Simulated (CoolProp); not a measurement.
Vapour pressure (MPa) of R1224YDZ: the reference equation beside estimates from Tc = 428.7 K, pc = 3.334 MPa, ω = 0.325.

The numbers come from the reference Helmholtz-energy equation of state, Akasaka 2023 in CoolProp.

```
T (K)  reference  Lee-Kesler  van der Waals  Peng-Robinson
-----  ---------  ----------  -------------  -------------
259.4    0.02898     0.02871         0.3041        0.02965
264      0.03624     0.03593         0.3361        0.03690
268.6    0.04490     0.04456         0.3702        0.04553
273.2    0.05515     0.05479         0.4067        0.05570
277.9    0.06747     0.06710         0.4464        0.06792
282.5        [?]     0.08118         0.4876        0.08185
287.1    0.09784         [?]         0.5313        0.09797
291.7     0.1166      0.1163         0.5775         0.1165
296.4     0.1385         [?]         0.6273         0.1382
301       0.1630      0.1629         0.6788            [?]
305.6     0.1907      0.1907         0.7330         0.1897
310.2     0.2218      0.2220         0.7898         0.2205
```

Q: Complete the blanks.

A: 
- 282.5, reference: 0.08155
- 287.1, Lee-Kesler: 0.09751
- 296.4, Lee-Kesler: 0.1383
- 301, Peng-Robinson: 0.1624

Absolute difference from the reference over all 12 rows, mean and median: Lee-Kesler 0.4 and 0.4 %, van der Waals 520.5 and 470.5 %, Peng-Robinson 0.8 and 0.6 %.
